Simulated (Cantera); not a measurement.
# Thermodynamics of metals in furnace atmospheres, feed Pb + O₂ + N₂

Input: 1 mol Pb, 0.011 mol O₂, a varied amount of N₂, at 13.3 mbar.

Equilibrium computed with Cantera from the NASA thermochemical tables; the gas is ideal and each condensed phase is pure. Candidate condensed phases: Pb, PbO, PbO₂, Pb₃O₄; 12 gas species. Mutual solubility and eutectic melting of coexisting phases are not modelled. Kinetics and transport are ignored.

Stable condensed phases:

```
T in K \ n(N₂) in mol
         7.1  13  24  44  81 150 280
   1398    A   A   A   A   A   A   A
   1348    A   A   A   A   A   A   A
   1298    A   A   A   A   A   A   A
   1248    B   A   A   A   A   A   A
   1198    B   B   A   A   A   A   A
   1148    C   C   B   B   A   A   A
   1098    C   C   C   C   B   A   A
   1048    C   C   C   C   C   C   B
    998    C   C   C   C   C   C   C
    948    C   C   C   C   C   C   C
    898    C   C   C   C   C   C   C
    848    C   C   C   C   C   C   C
    798    C   C   C   C   C   C   C
    748    C   C   C   C   C   C   C
```

A: gas only; B: Pb; C: Pb + PbO.
